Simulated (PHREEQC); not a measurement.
A column of 1 m (40 cells, dispersivity 0.08 m, 60 s a shift, diffusion coefficient 3e-10 m²/s) holds 0.0024 eq of the database's cation exchanger X per kg of pore water, first in equilibrium with 0.0011 mol/kgw NH4Cl and 1e-05 mol/kgw HCl. It is flushed with 4 mmol/kgw KBr, 0.55 mmol/kgw MgSO4, 0.36 mmol/kgw Na2SO4 and 0.01 mmol/kgw HCl, at 15 °C. Values are for the last cell. The system is closed to CO2. Nothing may precipitate in this run.

Base run: PHREEQC, ion-association model, phreeqc.dat. Each further column changes one thing. The table gives Na in solution (mol/kgw).

```
pore volumes      base  exchange capacity from 0.0024 to 0.0012 eq/kgw  dispersivity from 0.08 to 0.16 m
------------  --------  ----------------------------------------------  --------------------------------
0                    0                                               0                                 0
0.2125        8.98e-12                                        2.23e-10                                 ?
0.5125         8.63e-6                                         1.97e-5                           5.07e-5
0.8125        0.000182                                        0.000227                          0.000261
1.012         0.000369                                        0.000407                          0.000402
1.212         0.000520                                        0.000544                                 ?
1.512         0.000653                                               ?                          0.000618
1.812         0.000709                                        0.000693                          0.000673
2.013         0.000721                                        0.000706                                 ?
2.212         0.000723                                        0.000713                          0.000702
2.513         0.000722                                        0.000718                          0.000711
2.812         0.000722                                        0.000719                                 ?
3.013         0.000721                                               ?                          0.000718
```

Problem. Fill in the missing entries.

Solution. 
- 0.2125, dispersivity from 0.08 to 0.16 m: 3.23e-8
- 1.212, dispersivity from 0.08 to 0.16 m: 0.000512
- 1.512, exchange capacity from 0.0024 to 0.0012 eq/kgw: 0.000651
- 2.013, dispersivity from 0.08 to 0.16 m: 0.000691
- 2.812, dispersivity from 0.08 to 0.16 m: 0.000716
- 3.013, exchange capacity from 0.0024 to 0.0012 eq/kgw: 0.000720
